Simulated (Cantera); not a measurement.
Source: NASA polynomial tables (part measured, part estimated), evaluated in Cantera. Values are per mole of reaction as written; species without (g) are pure solids or liquids, kept so even where they would boil at 1 bar.

a) Nb + O2(g) = NbO2
b) 4 Al + O2(g) = 2 Al2O(g)
c) V + O2(g) = VO2(g)
d) 4 Li + O2(g) = 2 Li2O
e) 0.6667 Cr + O2(g) = 0.6667 CrO3(g)
f) Nb + O2(g) = NbO2(g)
g) 1.143 Ti + O2(g) = 0.2857 Ti4O7

Question: Order these by ΔG° at 948 K, most negative first.

Answer: d (-947 kJ), g (-803 kJ), a (-622 kJ), b (-455 kJ), c (-258 kJ), f (-226 kJ), e (-152 kJ)
